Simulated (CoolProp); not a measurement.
The numbers come from the reference Helmholtz-energy equation of state, Smukala 2000 in CoolProp.

Problem. Give the vapour pressure (bar), liquid density (kg/m³), enthalpy of vaporisation (kJ/kg), liquid cp (kJ/(kg K)) of saturated ethylene at 152.1, 167.8, 173 K.

Solution. 
| T (K) | p (bar) | liquid density (kg/m³) | enthalpy of vaporisation (kJ/kg) | liquid cp (kJ/(kg K)) |
|---|---|---|---|---|
| 152.1 | 0.321 | 592 | 506 | 2.40 |
| 167.8 | 0.922 | 570 | 485 | 2.42 |
| 173 | 1.25 | 562 | 477 | 2.42 |
